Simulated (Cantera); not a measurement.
Abatement and gas-phase synthesis: S + H₂

A closed system holds: 1 mol S, a varied amount of H₂, held at 2175 K and 170 bar.

Method: chemical equilibrium by Gibbs-energy minimisation in Cantera with the NASA 1993 tables (ideal gas, pure condensed phases). Candidate condensed phases: S; 7 gas species. The ideal-gas law is rough above about 30 bar. The numbers say what is thermodynamically allowed, not how fast it happens.

From 0.36 mol H₂ to 2.5 mol H₂ nothing is condensed.

```csv
n(H₂) (mol),x H₂,x H₂S,x S₂,x SH,x S,x H
0.36,0.108,0.377,0.490,0.0235,0.000490,0.000123
0.43,0.129,0.418,0.429,0.0240,0.000458,0.000134
0.51,0.152,0.456,0.367,0.0241,0.000424,0.000146
0.61,0.180,0.493,0.303,0.0239,0.000385,0.000159
0.73,0.215,0.522,0.240,0.0232,0.000343,0.000173
0.88,0.258,0.541,0.179,0.0219,0.000296,0.000190
1,0.292,0.545,0.141,0.0207,0.000263,0.000202
1.3,0.377,0.526,0.0789,0.0176,0.000197,0.000230
1.5,0.430,0.499,0.0547,0.0157,0.000164,0.000245
1.8,0.500,0.453,0.0333,0.0132,0.000128,0.000265
2.1,0.558,0.408,0.0217,0.0112,0.000103,0.000280
2.5,0.620,0.357,0.0134,0.00931,8.10e-5,0.000295
```
x: gas mole fraction; nothing condenses.
